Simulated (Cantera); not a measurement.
Mixture: CH4 : C2H6 : C3H8 : O2 : N2 = 1 : 0.076 : 0.18 : 1.51 : 7.99 (molar parts), equivalence ratio 2.1, at 87000 Pa, adiabatic and at constant volume. Ignition delay is the time to a rise of 400 K.

Model: GRI-Mech 3.0 (53 species, 325 reactions), integrated in Cantera. GRI-Mech 3.0 was tuned for natural gas; its chemistry of propane as a main component is partial and can be far from experiment.

Task: What does this change do: pressure from 87000 Pa to 48000 Pa?

Result: 
```json
[
 {"quantity": "delay at 1123 K", "before": "36.2 ms", "after": "51.8 ms"},
 {"quantity": "delay at 1323 K", "before": "1.44 ms", "after": "1.99 ms"},
 {"quantity": "delay at 1523 K", "before": "0.165 ms", "after": "0.245 ms"},
 {"quantity": "delay at 1723 K", "before": "43.7 µs", "after": "69.6 µs"},
 {"quantity": "delay at 1923 K", "before": "18.7 µs", "after": "31.2 µs"},
 {"quantity": "apparent activation energy between 1823 and 2023 K", "before": "110 kJ/mol", "after": "100 kJ/mol"}
]
```
